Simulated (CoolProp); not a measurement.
Vapour pressure (MPa) of n-dodecane: the reference equation beside estimates from Tc = 658.1 K, pc = 1.818 MPa, ω = 0.574. Clausius-Clapeyron is anchored at 483.6 K with a constant enthalpy of vaporisation of 44.25 kJ/mol.

Computed with CoolProp (reference Helmholtz-energy equation of state, Lemmon 2004). It is a short technical equation, of lower accuracy than the large ones.

| T (K) | reference | Lee-Kesler | Clausius-Clapeyron | Redlich-Kwong | Peng-Robinson |
|---|---|---|---|---|---|
| 466.4 | 0.05662 | 0.05671 | 0.05864 | 0.1763 | 0.05760 |
| 472.2 | 0.06599 | (withheld) | 0.06746 | 0.1951 | 0.06707 |
| 477.9 | (withheld) | 0.07666 | 0.07717 | 0.2150 | (withheld) |
| 483.6 | 0.08799 | 0.08842 | 0.08799 | (withheld) | 0.08929 |
| 489.4 | 0.1012 | 0.1018 | 0.1003 | 0.2596 | 0.1027 |
| 495.1 | 0.1157 | 0.1164 | 0.1136 | 0.2839 | 0.1173 |
| 500.8 | (withheld) | (withheld) | 0.1284 | 0.3098 | 0.1335 |
| 506.6 | 0.1499 | 0.1510 | 0.1450 | (withheld) | 0.1518 |
| 512.3 | 0.1695 | 0.1708 | 0.1630 | 0.3669 | 0.1717 |
| 518 | 0.1911 | 0.1926 | 0.1827 | 0.3978 | 0.1935 |
| 523.8 | 0.2152 | 0.2169 | 0.2048 | (withheld) | 0.2179 |

Some entries are withheld; supply them.


- 472.2, Lee-Kesler: 0.06618
- 477.9, reference: 0.07636
- 477.9, Peng-Robinson: 0.07755
- 483.6, Redlich-Kwong: 0.2364
- 500.8, reference: 0.1318
- 500.8, Lee-Kesler: 0.1327
- 506.6, Redlich-Kwong: 0.3377
- 523.8, Redlich-Kwong: 0.4310

Absolute difference from the reference over all 11 rows, mean and median: Lee-Kesler 0.6 and 0.6 %, Clausius-Clapeyron 2.6 and 2.6 %, Redlich-Kwong 149.5 and 145.4 %, Peng-Robinson 1.4 and 1.4 %.
